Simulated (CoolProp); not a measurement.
Properties of n-perfluorohexane along the isobar 975 kPa.

Computed with CoolProp (reference Helmholtz-energy equation of state, Gao 2022).

```csv
T (°C),phase,density (kg/m³),cp (kJ/(kg K)),Joule-Thomson coefficient (K/MPa),isothermal compressibility (1/MPa),fugacity coefficient
-6.85,liquid,…,0.9961,-0.3322,0.001909,0.006501
6.25,liquid,1733,1.016,…,0.002179,0.01324
19.35,liquid,1696,…,-0.2902,0.002513,0.02481
32.55,liquid,1658,1.057,-0.2637,0.002938,0.04342
45.65,liquid,1620,1.077,-0.2323,0.003483,0.07110
58.75,liquid,1579,1.098,-0.1938,0.004204,0.1103
71.85,liquid,1537,1.119,-0.1451,0.005190,0.1631
85.05,liquid,1491,…,…,0.006607,0.2319
98.15,liquid,…,1.166,0.007943,0.008724,0.3169
111.25,liquid,1387,1.196,0.1377,0.01215,0.4187
124.35,liquid,1324,1.233,0.3475,0.01839,0.5368
137.45,liquid,1247,1.291,0.7472,0.03221,0.6691
150.65,gas,137.5,1.136,18.71,1.767,0.7632
163.75,gas,124.0,1.100,14.49,1.532,…
176.85,gas,114.5,1.087,11.95,1.407,0.8111
```

**Question.** Complete the blanks.

**Answer.** 
- -6.85, density (kg/m³): 1769
- 6.25, Joule-Thomson coefficient (K/MPa): -0.3126
- 19.35, cp (kJ/(kg K)): 1.037
- 85.05, cp (kJ/(kg K)): 1.142
- 85.05, Joule-Thomson coefficient (K/MPa): -0.08045
- 98.15, density (kg/m³): 1442
- 163.75, fugacity coefficient: 0.7891
